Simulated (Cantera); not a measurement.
Moist CO burnout

An isothermal, constant-pressure homogeneous reactor starts with 0.964 % CO, 2.60 % O₂, 0.0434 % H₂O, 96.4 % N₂, equivalence ratio 0.19, at 998 K and 0.133 bar.

Detailed kinetics in Cantera: GRI-Mech 3.0 (53 species, 325 reactions).

```json
[
 {"t (s)": "6.00e-5", "x CO": "0.00964", "x O₂": "0.0260", "x H₂O": "0.000434", "x NO": "<1e-12", "x H₂O₂": "<1e-12", "x NO₂": "<1e-12", "x O": "2.06e-12"},
 {"t (s)": "0.000179", "x CO": "0.00964", "x O₂": "0.0260", "x H₂O": "0.000434", "x NO": "<1e-12", "x H₂O₂": "<1e-12", "x NO₂": "<1e-12", "x O": "6.15e-12"},
 {"t (s)": "0.000534", "x CO": "0.00964", "x O₂": "0.0260", "x H₂O": "0.000434", "x NO": "<1e-12", "x H₂O₂": "<1e-12", "x NO₂": "<1e-12", "x O": "1.83e-11"},
 {"t (s)": "0.00159", "x CO": "0.00964", "x O₂": "0.0260", "x H₂O": "0.000434", "x NO": "<1e-12", "x H₂O₂": "<1e-12", "x NO₂": "<1e-12", "x O": "5.46e-11"},
 {"t (s)": "0.00475", "x CO": "0.00964", "x O₂": "0.0260", "x H₂O": "0.000434", "x NO": "<1e-12", "x H₂O₂": "<1e-12", "x NO₂": "<1e-12", "x O": "1.63e-10"},
 {"t (s)": "0.0142", "x CO": "0.00964", "x O₂": "0.0260", "x H₂O": "0.000434", "x NO": "<1e-12", "x H₂O₂": "<1e-12", "x NO₂": "<1e-12", "x O": "5.13e-10"},
 {"t (s)": "0.0423", "x CO": "0.00964", "x O₂": "0.0260", "x H₂O": "0.000434", "x NO": "<1e-12", "x H₂O₂": "<1e-12", "x NO₂": "<1e-12", "x O": "2.03e-9"},
 {"t (s)": "0.126", "x CO": "0.00964", "x O₂": "0.0260", "x H₂O": "0.000434", "x NO": "<1e-12", "x H₂O₂": "<1e-12", "x NO₂": "<1e-12", "x O": "2.33e-8"},
 {"t (s)": "0.377", "x CO": "0.00940", "x O₂": "0.0258", "x H₂O": "0.000428", "x NO": "1.63e-10", "x H₂O₂": "1.57e-9", "x NO₂": "<1e-12", "x O": "0.000121"},
 {"t (s)": "1.12", "x CO": "0.00155", "x O₂": "0.0220", "x H₂O": "0.000427", "x NO": "5.67e-8", "x H₂O₂": "4.47e-9", "x NO₂": "1.25e-10", "x O": "7.44e-5"},
 {"t (s)": "3.35", "x CO": "0.000170", "x O₂": "0.0214", "x H₂O": "0.000434", "x NO": "6.54e-8", "x H₂O₂": "2.97e-9", "x NO₂": "5.70e-10", "x O": "8.13e-6"},
 {"t (s)": "10.0", "x CO": "1.75e-5", "x O₂": "0.0213", "x H₂O": "0.000436", "x NO": "6.69e-8", "x H₂O₂": "5.84e-10", "x NO₂": "1.69e-9", "x O": "8.37e-7"}
]
```
x: mole fraction; the columns are a selection and need not sum to one.

Equilibrium at this temperature and pressure: CO 1.04e-11, O₂ 0.0213, H₂O 0.000436, NO 1.09e-5, H₂O₂ <1e-12, NO₂ 6.87e-8, O 5.95e-11 (gas phase only).
